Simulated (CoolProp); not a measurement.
Sulfur hexafluoride at 298.15 K and 3.45 MPa flows at 16 m/s in a round tube of 12.7 mm bore and 45 µm roughness, fully developed (64/Re and Nu = 3.66 if laminar; Colebrook and Gnielinski if turbulent). Each further row changes one setting.

Model: reference Helmholtz-energy equation of state, Guder 2009, in CoolProp.

```
case              Reynolds number  Darcy friction factor  pressure drop (Pa/m)  heat-transfer coefficient (W/(m² K))  mass flow (kg/h)
----------------  ---------------  ---------------------  --------------------  ------------------------------------  ----------------
as stated                 2220000                 0.0275                383000                                 53000             10100
velocity 32 m/s           4440000                 0.0275               1530000                                106000             20200
diameter 25.4 mm          4440000                 0.0227                158000                                 45600             40400
```

Viscosity comes from a separate model (Quiñones-Cisneros 2012). Thermal conductivity comes from a separate model (Assael 2012).
